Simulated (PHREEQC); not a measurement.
# Ultrapure water in contact with air or piping

A made-up water analysis in mg/kgw, 25 °C, pH 6, pe 9.4: Na 0.0506; K 0.00344; Ca 0.106; Mg 0.0523; Cl 0.195; S(6) as SO4 0.0881; Alkalinity as HCO3 0.26; O(0) (dissolved oxygen) 0.0039; B 0.00304; F 0.000376; Cu(2) 0.000225.

Valence states are taken as typed.

Model: ion-association model, phreeqc.dat, run in PHREEQC.

```json
{
  "ionic_strength": "1.85e-5 mol/kgw",
  "charge_balance_error": "1.1 %"
}
```

```tsv
species	molality	activity	log γ
CO2	1.18e-5	1.18e-5	0.000
Cl-	5.50e-6	5.47e-6	-0.002
HCO3-	5.25e-6	5.23e-6	-0.002
Ca+2	2.64e-6	2.59e-6	-0.009
Na+	2.20e-6	2.19e-6	-0.002
Mg+2	2.15e-6	2.11e-6	-0.009
H+	1.00e-6	1.00e-6	-0.002
SO4-2	9.16e-7	8.98e-7	-0.009
H3BO3	2.81e-7	2.81e-7	0.000
O2	1.22e-7	1.22e-7	0.000
K+	8.80e-8	8.75e-8	-0.002
F-	1.98e-8	1.97e-8	-0.002
OH-	1.02e-8	1.01e-8	-0.002
Cu+2	3.42e-9	3.36e-9	-0.009
```

This is a speciation only: nothing precipitates in the calculation. Real BF4- forms and hydrolyses slowly; the run takes it at equilibrium.
